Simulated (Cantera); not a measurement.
Feed: 1 mol Fe₂O₃, 5.4 mol CO, at 727 °C and 33.0 Pa.

Equilibrium computed with Cantera from the NASA thermochemical tables; the gas is ideal and each condensed phase is pure. Candidate condensed phases: C, Fe, Fe(CO)₅, FeO, Fe₂O₃, Fe₃O₄; 15 gas species. The tables' stoichiometric FeO is somewhat more stable than real wüstite, so its field is too wide. FeO: taken at fixed stoichiometry. Kinetics and transport are ignored.

Base state: CO 0.796, CO₂ 0.204 (mole fractions); condensed: Fe(α) + FeO(s).

Problem. What changes in the equilibrium state with this change: pressure from 33.0 Pa to 110000 Pa?

Solution. 
```csv
species,before,after
CO,0.796,0.697
CO₂,0.204,0.303
"Fe(α), mol",0.102,0
"FeO(s), mol",1.90,2.00
"C(graphite), mol",0,0.489
```

Problem. What changes in the equilibrium state with this change: 0.91 mol O₂ added?

Solution. 
| species | before | after |
|---|---|---|
| CO₂ | 0.204 | 0.522 |
| CO | 0.796 | 0.478 |
| Fe(α), mol | 0.102 | 0 |
| FeO(s), mol | 1.90 | 2.00 |

Problem. What changes in the equilibrium state with this change: Fe₂O₃ replaced by Fe₃O₄?

Solution. 
| species | before | after |
|---|---|---|
| CO | 0.796 | 0.796 |
| CO₂ | 0.204 | 0.204 |
| Fe(α), mol | 0.102 | 0.102 |
| FeO(s), mol | 1.90 | 2.90 |
